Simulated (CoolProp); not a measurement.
Vapour-liquid equilibrium of propylene (1) + R142b (2) at 3.24 kPa; x and y are mole fractions of (1).

Computed with CoolProp (multi-fluid Helmholtz-energy mixture model, Lemmon 2013 and Lemmon 2006; pair parameters Bell 2016).

Task: Give the bubble temperature and the first vapour's composition at x = 0.35, 0.5, 0.65. Is there an azeotrope?

Result: x = 0.35: 179.2 K, y = 0.909; x = 0.5: 176.2 K, y = 0.945; x = 0.65: 174.2 K, y = 0.965. No azeotrope shows between x = 0.05 and 0.95.

The pair parameters rest on a limited set of measurements; away from them the model extrapolates.
